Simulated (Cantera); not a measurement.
An isothermal, constant-pressure homogeneous reactor starts with H2 : O2 = 0.093 : 0.35 (molar parts), at 998 K and 0.0263 atm.

Model: the H2/O2 subset of GRI-Mech 3.0, which has no nitrogen chemistry, integrated in Cantera. Radical loss at walls, strong at low pressure, is not modelled. The temperature is held fixed by assumption; the heat of reaction is taken as removed at once.

x: mole fraction; the columns are a selection and need not sum to one.

| t (s) | x H2 | x O2 | x HO2 | x H2O | x H2O2 | x OH |
|---|---|---|---|---|---|---|
| 1.00e-6 | 0.210 | 0.790 | 3.05e-12 | <1e-12 | <1e-12 | <1e-12 |
| 1.15e-5 | 0.210 | 0.790 | 3.50e-11 | <1e-12 | <1e-12 | 1.82e-12 |
| 0.000132 | 0.210 | 0.790 | 4.13e-10 | 4.15e-10 | <1e-12 | 9.95e-11 |
| 0.00151 | 0.204 | 0.787 | 1.20e-5 | 0.00418 | 3.17e-8 | 0.000512 |
| 0.0173 | 0.000219 | 0.765 | 8.56e-6 | 0.234 | 7.29e-7 | 0.000333 |
| 0.199 | (withheld) | 0.765 | (withheld) | 0.235 | (withheld) | (withheld) |
| 2.28 | 2.78e-8 | 0.765 | 1.09e-8 | 0.235 | 1.02e-8 | 8.05e-6 |
| 26.2 | 1.77e-9 | 0.765 | 1.21e-9 | 0.235 | 1.06e-9 | 2.16e-6 |
| 300 | 1.85e-10 | 0.765 | 1.28e-9 | 0.235 | 1.27e-10 | 6.92e-7 |

Question: Fill in the missing entries.

Answer: 
- 0.199, x H2: 1.56e-6
- 0.199, x HO2: 2.22e-7
- 0.199, x H2O2: 9.38e-8
- 0.199, x OH: 3.84e-5
